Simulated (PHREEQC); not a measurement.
Make-up at 25 °C: 0.11 mol NiSO4, 0.0046 mol H3AsO4, 0.0016 mol HCl and 0.011 mol NaCl per kg of water. Closed to the air; pH follows from the charge balance.

Equilibrium calculation in PHREEQC: ion-association model, wateq4f.dat.

```csv
quantity,before,after
pH,2.79,2.93
ionic strength (mol/kgw),0.248,0.247
Ni+2 (mol/kgw),0.0598,0.0595
SO4-2 (mol/kgw),0.0561,0.0566
NiSO4 (mol/kgw),0.0495,0.0499
Cl- (mol/kgw),0.0121,0.0105
SI of Morenosite (NiSO4:7H2O),-1.22,-1.22
SI of Mirabilite (Na2SO4:10H2O),-4.97,-4.97
```

Q: What was changed between the two runs?
A. NaCl from 0.011 to 0.11 mol/kgw
B. diluted 10-fold with water
C. NiSO4 from 0.11 to 0.22 mol/kgw
D. HCl left out

A: D, HCl left out

This is a speciation only: nothing precipitates in the calculation. The database has no arsenate complexes of Ni.
